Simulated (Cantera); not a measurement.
A perfectly stirred reactor is fed with CH4 : H2 : O2 : N2 = 1 : 1.2 : 3.56 : 9.62 (molar parts), equivalence ratio 0.73, at 5.00 bar; it is adiabatic with a 550 K inlet, and is followed from long to short residence time, starting on the burning branch (τ in s: 0.032, 0.015, 0.0067, 0.0031, 0.0014, 0.00064, 0.00029, 0.00013, 6.1e-05, 2.8e-05, 1.3e-05, 5.8e-06).

Cantera simulation using GRI-Mech 3.0 (53 species, 325 reactions); the numbers are that mechanism's predictions, not measurements.

**Question.** What does this change do: 1.3 parts CO2 added?

**Answer.** 
```tsv
quantity	before	after
blow-out, bracketed by the residence times tried	burning at 5.80 µs, the shortest tried	burning at 13.0 µs, out at 5.80 µs
x(CH4) at τ = 32.0 ms	7.83e-7	1.67e-6
x(H2) at τ = 32.0 ms	0.00135	0.000527
x(O2) at τ = 32.0 ms	0.0612	0.0589
x(N2O) at τ = 32.0 ms	1.03e-6	6.75e-7
x(C2H) at τ = 32.0 ms	<1e-12	<1e-12
x(CH4) at τ = 0.290 ms	5.57e-5	8.75e-5
x(H2) at τ = 0.290 ms	0.00295	0.00223
x(O2) at τ = 0.290 ms	0.0657	0.0629
x(N2O) at τ = 0.290 ms	1.17e-6	1.11e-6
x(C2H) at τ = 0.290 ms	1.92e-10	2.20e-10
```
